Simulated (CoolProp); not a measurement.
Vapour-liquid equilibrium of acetone (1) + n-heptane (2) at 49.75 °C; x and y are mole fractions of (1).

Computed with CoolProp (multi-fluid Helmholtz-energy mixture model, Lemmon 2006 and Span 2003; pair parameters Bell 2016).

```
x     bubble pressure, mixture model (kPa)  bubble pressure, Raoult's law (kPa)  y, mixture model  y, Raoult's law
----  ------------------------------------  -----------------------------------  ----------------  ---------------
0.05                                     ?                                21.81             0.448            0.186
0.2                                  58.67                                31.19             0.723            0.521
0.35                                     ?                                40.57             0.788            0.701
0.5                                  75.15                                49.95             0.815            0.813
0.65                                 77.95                                59.33             0.835            0.890
0.8                                  80.43                                68.71             0.868            0.946
0.95                                     ?                                78.09             0.948            0.988
```

Task: Complete the blanks.

Result: 
- 0.05, bubble pressure, mixture model (kPa): 32.62
- 0.35, bubble pressure, mixture model (kPa): 70.18
- 0.95, bubble pressure, mixture model (kPa): 81.82

The largest gap from Raoult's law is +88.1 % in bubble pressure, at x = 0.2. y crosses x between x = 0.8 and 0.95: the model has an azeotrope there.

Pair parameters are fitted to limited data, so mixtures are less certain than the pure fluids. With so large a gap from Raoult's law the liquid may split in two, which this calculation doesn't test in full.
